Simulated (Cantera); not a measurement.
Input: 1 mol Fe(CO)5, 5 mol CO, 15 mol H2, equilibrated at 300000 Pa.

Method: chemical equilibrium by Gibbs-energy minimisation in Cantera with the NASA 1993 tables (ideal gas, pure condensed phases). Candidate condensed phases: C, C6H6, C7H8, C8H18, Fe, Fe(CO)5, FeO, Fe(OH)2, Fe(OH)3, Fe2O3, Fe3O4, H2O; 114 gas species. Rates play no part.

At 1548 K, list the 6 most abundant gas species with their mole fractions, and the condensed phases.

H2 0.598, CO 0.399, CH4 0.00154, H2O 0.00125, CO2 0.000300, H 1.37e-5. Condensed: Fe(γ).
